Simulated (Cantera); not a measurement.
Input: 1 mol Si3N4, 0.052 mol H2O, 1.5 mol H2, equilibrated at 1250 K.

These are equilibrium values from Cantera (NASA tables, ideal gas, pure condensed phases), not measurements of a reactor. Candidate condensed phases: H2O, Si, SiO2, Si2N2O, Si3N4; 35 gas species. Mutual solubility and eutectic melting of coexisting phases are not modelled. Rates play no part.

Problem. Which condensed phases are stable at each of these points (P (Pa)): 0.100, 2.50, 63, 1600, 40000, 1000000?

Solution. 
| P (Pa) | condensed phases | Si condensed (%) |
|---|---|---|
| 0.100 | Si(s) + Si2N2O(s) + Si3N4(s) | 100.0 |
| 2.50 | Si2N2O(s) + Si3N4(s) | 100.0 |
| 63 | Si2N2O(s) + Si3N4(s) | 100.0 |
| 1600 | Si2N2O(s) + Si3N4(s) | 100.0 |
| 40000 | Si2N2O(s) + Si3N4(s) | 100.0 |
| 1000000 | Si2N2O(s) + Si3N4(s) | 100.0 |

At 0.100 Pa the condensed part is Si(s) + Si2N2O(s) + Si3N4(s). From 2.50 Pa to 10.0 bar the condensed part is Si2N2O(s) + Si3N4(s).
